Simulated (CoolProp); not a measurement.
n-perfluorohexane along the isotherm 289.8 K: Z from the reference equation and from simpler models built on Tc = 448.0 K, pc = 1.742 MPa, ω = 0.497; each cubic takes its own stable root.

Computed with CoolProp (reference Helmholtz-energy equation of state, Gao 2022).

| p (MPa) | phase | reference |
|---|---|---|
| 0.00826 | gas | 0.9925 |
| 0.0125 | gas | 0.9885 |
| 0.0188 | gas | 0.9827 |
| 0.0284 | liquid | 0.002344 |
| 0.0428 | liquid | 0.003532 |
| 0.0645 | liquid | 0.005322 |
| 0.0974 | liquid | 0.008036 |
| 0.147 | liquid | 0.01213 |
| 0.222 | liquid | 0.01831 |
| 0.334 | liquid | 0.02754 |
| 0.504 | liquid | 0.04154 |
| 0.761 | liquid | 0.06269 |
| 1.15 | liquid | 0.09464 |
| 1.73 | liquid | 0.1422 |
| 2.61 | liquid | 0.2140 |

Task: How far does each simpler model (Soave-Redlich-Kwong, Peng-Robinson) lie from the reference over these 15 states: mean and median of the absolute difference, and the worst?

Result: 
- Soave-Redlich-Kwong: mean 12.1 %, median 15.1 %, worst +15.2 % at 289.8 K and 0.0284 MPa
- Peng-Robinson: mean 1.6 %, median 2.0 %, worst +2.1 % at 289.8 K and 0.0284 MPa
